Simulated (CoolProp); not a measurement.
Properties of isobutene along the isobar 693 kPa.

Computed with CoolProp (reference Helmholtz-energy equation of state, Lemmon 2005). It is a short technical equation, of lower accuracy than the large ones.

```csv
T (K),phase,Z,isothermal compressibility (1/MPa),expansivity (1/kK)
276,liquid,0.02751,0.002324,1.891
295.7,liquid,0.02670,0.003056,2.107
315.4,liquid,0.02617,0.004199,2.421
335.1,gas,0.8579,1.724,5.015
354.8,gas,0.8866,1.650,4.196
374.5,gas,0.9073,1.603,3.668
394.2,gas,0.9230,1.571,3.290
413.9,gas,0.9351,1.548,3.003
433.6,gas,0.9448,1.531,2.773
453.3,gas,0.9527,1.517,2.585
473,gas,0.9592,1.506,2.426
492.7,gas,0.9646,1.497,2.290
512.3,gas,0.9691,1.489,2.172
```
